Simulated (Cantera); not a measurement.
# Premixed flame

A freely propagating, adiabatic, planar premixed flame of 3.76 % C3H8, 20.2 % O2, 76.0 % N2, unburnt at 523 K and 100000 Pa; mixture-averaged transport, grid criteria slope 0.08 and curve 0.16, no radiation.

Cantera simulation using GRI-Mech 3.0 (53 species, 325 reactions); the numbers are that mechanism's predictions, not measurements. GRI-Mech 3.0 was tuned for natural gas; its chemistry of propane as a main component is partial and can be far from experiment. Burning velocities carry a grid error of a few per cent, more on coarse grids.

```csv
z (mm),T (K),u (m/s),x C3H8,x O2,x N2O,x CH2CO,x CH3,x HCN
-0.869,523,1.19,0.0376,0.202,<1e-8,<1e-8,<1e-8,<1e-8
-0.579,524,1.20,0.0375,0.202,<1e-8,1.01e-7,4.08e-8,<1e-8
-0.434,528,1.21,0.0375,0.201,<1e-8,5.57e-7,1.75e-7,<1e-8
-0.290,560,1.29,0.0371,0.198,<1e-8,8.17e-6,2.53e-6,1.73e-8
-0.145,859,2.03,0.0296,0.168,<1e-8,0.000228,0.000300,2.92e-7
-0.0724,1260,3.06,0.0120,0.127,2.00e-8,0.000912,0.00186,8.91e-7
0,1660,4.12,0.000512,0.0801,5.08e-8,0.00119,0.00146,1.95e-6
0.0724,1832,4.56,8.33e-7,0.0526,9.47e-8,0.000270,0.000153,1.93e-6
0.145,1884,4.67,<1e-8,0.0415,1.27e-7,2.00e-5,8.57e-6,8.94e-7
0.290,1941,4.78,<1e-8,0.0343,1.43e-7,6.58e-8,2.96e-8,1.18e-7
0.579,2015,4.93,<1e-8,0.0303,1.45e-7,<1e-8,<1e-8,<1e-8
1.16,2101,5.11,<1e-8,0.0272,1.57e-7,<1e-8,<1e-8,<1e-8
2.32,2189,5.29,<1e-8,0.0241,1.78e-7,<1e-8,<1e-8,<1e-8
```
x: mole fraction of selected species; z is measured from the peak of heat release.

The laminar burning velocity is 119 cm/s, the thermal thickness is 0.290 mm and the peak x(CH2CO) comes out as 0.00133. The peak x(CH3) comes out as 0.00231 and the peak x(HCN) is 2.20e-6. The grid points is 146.
